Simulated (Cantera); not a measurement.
Input (Python, Cantera) and output of one run.

```python
import numpy as np
import cantera as ct

gas_names = """
    Fe H H2 H2S S SH S2 S8
""".split()
cond_names = """
    Fe(a) Fe(c) Fe(d) Fe(L) FeS(a) FeS(b) FeS(c) FeS(L) FeS2(s) S(cr1) S(cr2) S(L)
""".split()


# ... load() reads the species with a 1 bar reference pressure and builds the phases ...
atoms = {
    'FeS2': {'Fe': 1, 'S': 2},
    'H2': {'H': 2},
}
top_T = {'FeS2(s)': 1010}  # K; cautious upper limits of use, not melting points


# ... equilibrate(T, P, feed) seeds the gas with the atoms and calls Mixture.equilibrate('TP', solver="vcs", rtol=1e-11, max_steps=5000) ...
results = []
feed = {'FeS2': 1, 'H2': 75}  # mol
T = 1148  # K
P = 110  # Pa
mix = equilibrate(T, P, feed)
results.append((T, P, feed, dict(zip(mix.species_names, mix.species_moles))))
print(gas.report(threshold=1e-06))
for i in range(1, mix.n_phases):
    print(f"{mix.phase(i).name:16s} {mix.phase_moles(i):12.5e} mol")
```

Result:

```
       temperature   1148 K
          pressure   110 Pa
           density   2.8155e-05 kg/m^3
  mean mol. weight   2.4431 kg/kmol
   phase of matter   gas

                          1 kg             1 kmol
                     ---------------   ---------------
          enthalpy        1.0268e+07        2.5085e+07  J
   internal energy        6.3609e+06         1.554e+07  J
           entropy             93673        2.2885e+05  J/K
    Gibbs function       -9.7268e+07       -2.3763e+08  J
 heat capacity c_p             12720             31076  J/K
 heat capacity c_v            9316.7             22761  J/K

                      mass frac. Y      mole frac. X     chem. pot. / RT
                     ---------------   ---------------   ---------------
                 H         8.853e-07        2.1457e-06           -12.343
                H2            0.8143           0.98681           -24.685
               H2S           0.18161           0.01302           -40.801
                SH        0.00041444        3.0619e-05           -28.458
                S2         0.0036784        0.00014015            -32.23
     [   +3 minor]        9.6425e-07        7.2211e-08

Fe(a)             0.00000e+00 mol
FeS(c)            1.00000e+00 mol
S(L)              0.00000e+00 mol
```

These are equilibrium values from Cantera (NASA tables, ideal gas, pure condensed phases), not measurements of a reactor. FeS: taken at fixed stoichiometry. Gases not in the tables: S3 to S7.
